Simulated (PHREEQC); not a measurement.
Make-up at 25 °C: 6.5e-06 mol H4SiO4 per kg of water. Closed to the air; pH follows from the charge balance.

Model: ion-association model, wateq4f.dat, run in PHREEQC.

Precipitation was switched off in this run.

What pH does the model give?

pH 6.98.
